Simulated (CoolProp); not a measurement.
Computed with CoolProp (reference Helmholtz-energy equation of state, Thol 2021).

Q: Give the vapour pressure (bar), liquid density (kg/m³), vapour density (kg/m³), enthalpy of vaporisation (kJ/kg) of saturated chlorine at 220.9 K.

A: 
```tsv
T (K)	p (bar)	liquid density (kg/m³)	vapour density (kg/m³)	enthalpy of vaporisation (kJ/kg)
220.9	0.420	1610	1.64	297
```
